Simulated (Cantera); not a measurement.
Mixture: CH₄ : O₂ : N₂ = 1 : 1.05 : 3.96 (molar parts), at 21.7 atm, adiabatic and at constant pressure. Ignition delay is the time to a rise of 400 K.

Cantera simulation using GRI-Mech 3.0 (53 species, 325 reactions); the numbers are that mechanism's predictions, not measurements. The pressure lies above the range GRI-Mech 3.0 was tuned for (to about 10 atm).

Question: Predict: delay at 1300 K; delay at 1400 K; delay at 1500 K; delay at 1600 K; delay at 1700 K; delay at 1800 K; delay at 1900 K; apparent activation energy between 1700 and 1900 K.

Answer: 
```
Item                                                     Value
--------------------------------------------------  ----------
delay at 1300 K                                       0.875 ms
delay at 1400 K                                       0.316 ms
delay at 1500 K                                       0.122 ms
delay at 1600 K                                        50.2 µs
delay at 1700 K                                        21.8 µs
delay at 1800 K                                        10.1 µs
delay at 1900 K                                        5.06 µs
apparent activation energy between 1700 and 1900 K  200 kJ/mol
```
